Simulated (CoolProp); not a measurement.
Model: reference Helmholtz-energy equation of state, Lemmon 2006, in CoolProp. It is a short technical equation, of lower accuracy than the large ones.

Task: For carbon monoxide, give the phase and the Joule-Thomson coefficient (K/MPa) at -35.85 °C and 1.22 MPa.

Result: 
- -35.85 °C and 1.22 MPa: gas; Joule-Thomson coefficient 3.79
